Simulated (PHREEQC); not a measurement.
Make-up at 25 °C: 0.021 mol HF and 0.089 mol KF per kg of water. Closed to the air; pH follows from the charge balance.

All values are PHREEQC results (ion-association model, phreeqc.dat), not measurements.

```tsv
quantity	before	after
pH	3.78	4.50
ionic strength (mol/kgw)	0.0892	0.0890
F- (mol/kgw)	0.0841	0.0880
```

### Question
What was changed between the two runs?
A) KF left out
B) HF left out
C) HF from 0.021 to 0.042 mol/kgw
D) KF from 0.089 to 0.0445 mol/kgw
E) HF from 0.021 to 0.0042 mol/kgw

### Answer
E, HF from 0.021 to 0.0042 mol/kgw

Precipitation was switched off in this run.
